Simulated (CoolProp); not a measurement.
A single-stage vapour-compression cycle with chlorine: evaporating at 218.15 K (dew point), condensing at 261.15 K (bubble point), superheat 2 K, subcooling 8 K, compressor efficiency 0.7, no pressure losses. Each further row changes one setting.

Computed with CoolProp (reference Helmholtz-energy equation of state, Thol 2021).

```
case                              cooling COP  pressure ratio  discharge temperature (K)  refrigerating effect (kJ/kg)  volumetric capacity (kJ/m³)
--------------------------------  -----------  --------------  -------------------------  ----------------------------  ---------------------------
as stated                                3.00            6.72                      406.6                           266                          379
evaporating temperature 223.15 K         3.56            5.16                      384.0                           268                          487
condensing temperature 256.15 K          3.46            5.59                      385.2                           271                          385
subcooling 13 K                          3.05            6.72                      406.6                           271                          385
superheat 12 K                           2.92            6.72                      423.7                           271                          368
compressor efficiency 0.6                2.57            6.72                      435.7                           266                          379
```
